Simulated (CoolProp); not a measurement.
A simple Rankine cycle with water: condensing at 292.15 K, boiler at 0.735 MPa, turbine inlet 480.1 K, turbine efficiency 0.85, pump efficiency 0.6, no recuperator. Each further row changes one setting.

Values from CoolProp's reference Helmholtz-energy equation of state, Wagner 2002.

```
case                             thermal efficiency (%)  net work (kJ/kg)  heat in (kJ/kg)  turbine exit temperature (K)  volume ratio over the turbine
-------------------------------  ----------------------  ----------------  ---------------  ----------------------------  -----------------------------
as stated                                           [?]               [?]             2780                         292.1                            177
turbine inlet 500.1 K                              26.0               [?]             2820                         292.1                            171
condensing temperature 284.15 K                     [?]               764             2810                         284.1                            [?]
boiler pressure 0.514 MPa                          24.5               683             2790                         292.1                            [?]
turbine efficiency 0.75                             [?]               [?]             2780                         292.1                            184
```

### Question
Some entries are withheld; supply them.

### Answer

- as stated, thermal efficiency (%): 25.9
- as stated, net work (kJ/kg): 719
- turbine inlet 500.1 K, net work (kJ/kg): 734
- condensing temperature 284.15 K, thermal efficiency (%): 27.2
- condensing temperature 284.15 K, volume ratio over the turbine: 285
- boiler pressure 0.514 MPa, volume ratio over the turbine: 125
- turbine efficiency 0.75, thermal efficiency (%): 22.8
- turbine efficiency 0.75, net work (kJ/kg): 634

The expansion ends wet for: as stated; turbine inlet 500.1 K; condensing temperature 284.15 K; boiler pressure 0.514 MPa; turbine efficiency 0.75.
